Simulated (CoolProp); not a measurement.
Vapour-liquid equilibrium of CF4 (R14) (1) + ethane (2) at 0.379 MPa; x and y are mole fractions of (1).

Values from CoolProp's multi-fluid Helmholtz-energy mixture model, Platzer 1990 and Bücker 2006; pair parameters Bell 2016. This equation is an older, rougher fit; its heat capacities, sound speeds and derivatives of the liquid may be far off and weren't checked against measurements.

```
x     bubble temperature, mixture model (K)  bubble temperature, Raoult's law (K)  y, mixture model  y, Raoult's law
----  -------------------------------------  ------------------------------------  ----------------  ---------------
0.05                                  190.2                                 207.0             0.635            0.261
0.15                                  174.7                                 197.6             0.850            0.563
0.25                                  171.4                                 190.7             0.880            0.724
0.35                                  170.8                                 185.4             0.886            0.818
0.45                                  170.7                                 181.2             0.887            0.878
0.55                                  170.6                                 177.6             0.889            0.919
0.65                                  170.1                                 174.7             0.896            0.947
0.75                                  169.4                                 172.1             0.911            0.968
0.85                                  168.5                                 169.9             0.936            0.983
0.95                                  167.5                                 167.9             0.974            0.995
```

The largest gap from Raoult's law is -22.9 K in bubble temperature, at x = 0.15. No azeotrope shows between x = 0.05 and 0.95.

The pair parameters rest on a limited set of measurements; away from them the model extrapolates. With so large a gap from Raoult's law the liquid may split in two, which this calculation doesn't test in full.
